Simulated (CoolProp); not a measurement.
The numbers come from the reference Helmholtz-energy equation of state, Thol 2019 in CoolProp.

### Question
For n-pentane, give the phase and the density (kg/m³), cp (kJ/(kg K)), expansivity (1/kK), conductivity (mW/(m K)) at 201.75 °C and 5.07 MPa.

### Answer
- 201.75 °C and 5.07 MPa: supercritical; density 373, cp 3.98, expansivity 9.06, conductivity 75.1

Thermal conductivity comes from a separate model (Vassiliou 2015).
